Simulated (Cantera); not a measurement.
NO annealing gas

An isothermal, constant-pressure homogeneous reactor starts with 88.5 % NO, 11.5 % N2, at 1798 K and 101000 Pa.

Model: GRI-Mech 3.0 (53 species, 325 reactions), integrated in Cantera.

| t (s) | x NO | x N2O | x O | x NO2 | x O2 |
|---|---|---|---|---|---|
| 0.000700 | 0.885 | 0.000105 | 5.14e-6 | 0.000132 | 6.19e-6 |
| 0.00132 | 0.884 | 0.000170 | 7.86e-6 | 0.000243 | 3.03e-5 |
| 0.00249 | 0.884 | 0.000245 | 1.10e-5 | 0.000379 | 0.000138 |
| 0.00469 | 0.883 | 0.000303 | 1.29e-5 | 0.000463 | 0.000471 |
| 0.00883 | 0.882 | 0.000324 | 1.37e-5 | 0.000495 | 0.00121 |
| 0.0167 | 0.879 | 0.000324 | 1.45e-5 | 0.000525 | 0.00263 |
| 0.0314 | 0.873 | 0.000320 | 1.58e-5 | 0.000574 | 0.00529 |
| 0.0592 | 0.863 | 0.000311 | 1.79e-5 | 0.000653 | 0.0102 |
| 0.112 | 0.845 | 0.000297 | 2.12e-5 | 0.000771 | 0.0193 |
| 0.210 | 0.812 | 0.000272 | 2.61e-5 | 0.000928 | 0.0357 |
| 0.396 | 0.756 | 0.000234 | 3.28e-5 | 0.00110 | 0.0637 |
| 0.747 | 0.666 | 0.000180 | 4.12e-5 | 0.00124 | 0.108 |
| 1.41 | 0.541 | 0.000117 | 5.07e-5 | 0.00125 | 0.171 |
| 2.65 | 0.391 | 6.04e-5 | 6.01e-5 | 0.00107 | 0.246 |
| 5.00 | 0.246 | 2.37e-5 | 6.79e-5 | 0.000767 | 0.319 |
x: mole fraction; the columns are a selection and need not sum to one.

Equilibrium at this temperature and pressure: NO 0.00504, N2O 2.45e-7, O 7.91e-5, NO2 1.84e-5, O2 0.440 (gas phase only).
